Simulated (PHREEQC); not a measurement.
Make-up at 25 °C: 4.8 mmol/kgw AgNO3, 0.31 mmol/kgw NaNO3 and 46 mmol/kgw Na2SO4. Closed to the air; pH follows from the charge balance.

Model: ion-association model, wateq4f.dat, run in PHREEQC.

This is a speciation only: nothing precipitates in the calculation.

### Question
Predict the pH.

### Answer
pH 7.13.

### Question
In which forms is Ag present?

### Answer
Ag+ 79 %, AgSO4- 21 % of the Ag.

Complexes and solids missing from the database can't appear.
